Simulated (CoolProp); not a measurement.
Values from CoolProp's reference Helmholtz-energy equation of state, Gao 2022.

Problem. Give the vapour pressure (kPa), liquid density (kg/m³), vapour density (kg/m³), enthalpy of vaporisation (kJ/kg) of saturated n-perfluorobutane at -11.75 °C.

Solution. 
| T (°C) | p (kPa) | liquid density (kg/m³) | vapour density (kg/m³) | enthalpy of vaporisation (kJ/kg) |
|---|---|---|---|---|
| -11.75 | 67.3 | 1630 | 7.64 | 101 |
